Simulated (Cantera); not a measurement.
Input (Python, Cantera) and output of one run.

```python
import numpy as np
import cantera as ct

gas_names = """
    Cu CuO Cu2 H HO2 H2 H2O H2O2 O OH O2 O3
""".split()
cond_names = """
    Cu(cr) Cu(L) CuO(s) CuO2H2(s) Cu2O(s) Cu2O(L) H2O(s) H2O(L)
""".split()


# ... load() reads the species with a 1 bar reference pressure and builds the phases ...
atoms = {
    'CuO': {'Cu': 1, 'O': 1},
    'H2': {'H': 2},
    'H2O': {'H': 2, 'O': 1},
}
top_T = {'CuO(s)': 1390}  # K; cautious upper limits of use, not melting points


# ... equilibrate(T, P, feed) seeds the gas with the atoms and calls Mixture.equilibrate('TP', solver="vcs", rtol=1e-11, max_steps=5000) ...
results = []
feed = {'CuO': 1, 'H2': 94, 'H2O': 0.51}  # mol
T = 1875  # K
P = 33000  # Pa
mix = equilibrate(T, P, feed)
results.append((T, P, feed, dict(zip(mix.species_names, mix.species_moles))))
print(gas.report(threshold=0.0001))
for i in range(1, mix.n_phases):
    print(f"{mix.phase(i).name:16s} {mix.phase_moles(i):12.5e} mol")
```

Output:

```
       temperature   1875 K
          pressure   33000 Pa
           density   0.0052971 kg/m^3
  mean mol. weight   2.5024 kg/kmol
   phase of matter   gas

                          1 kg             1 kmol
                     ---------------   ---------------
          enthalpy         1.863e+07        4.6621e+07  J
   internal energy        1.2401e+07        3.1031e+07  J
           entropy             78995        1.9768e+05  J/K
    Gibbs function       -1.2948e+08       -3.2402e+08  J
 heat capacity c_p             13576             33974  J/K
 heat capacity c_v             10254             25660  J/K

                      mass frac. Y      mole frac. X     chem. pot. / RT
                     ---------------   ---------------   ---------------
                Cu          0.095671         0.0037675           -7.5391
                 H        0.00045483         0.0011291           -10.203
                H2           0.78885           0.97919           -20.406
               H2O           0.11451          0.015906           -47.953
     [   +8 minor]        0.00050973        1.1276e-05

Cu(L)             6.40513e-01 mol
Cu2O(L)           0.00000e+00 mol
```

Cantera equilibrium calculation (NASA polynomials, part measured and part estimated; ideal gas, pure solids and liquids).
